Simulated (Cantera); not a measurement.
Feed: 1 mol Fe3O4, a varied amount of CO, held at 2277 °C and 1.33 mbar.

Equilibrium computed with Cantera from the NASA thermochemical tables; the gas is ideal and each condensed phase is pure. Candidate condensed phases: C, Fe, Fe(CO)5, FeO, Fe2O3, Fe3O4; 15 gas species. The numbers say what is thermodynamically allowed, not how fast it happens.

Task: At 18 mol CO, list the 6 most abundant gas species with their mole fractions, and the condensed phases.

Result: CO 0.715, Fe 0.127, CO2 0.0710, O 0.0656, O2 0.0169, FeO 0.00443. Condensed: gas only.
